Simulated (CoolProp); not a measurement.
Vapour-liquid equilibrium of ammonia (1) + benzene (2) at 43.45 °C; x and y are mole fractions of (1).

Values from CoolProp's multi-fluid Helmholtz-energy mixture model, Gao 2020 and Thol 2012; pair parameters Bell 2016.

**Question.** Give the bubble pressure and the first vapour's composition at x = 0.05, 0.275, 0.725. Is there an azeotrope?

**Answer.** x = 0.05: 2.223 bar, y = 0.873; x = 0.275: 8.999 bar, y = 0.969; x = 0.725: 13.55 bar, y = 0.983. No azeotrope shows between x = 0.05 and 0.95.

Pair parameters are fitted to limited data, so mixtures are less certain than the pure fluids. With so large a gap from Raoult's law the liquid may split in two, which this calculation doesn't test in full.
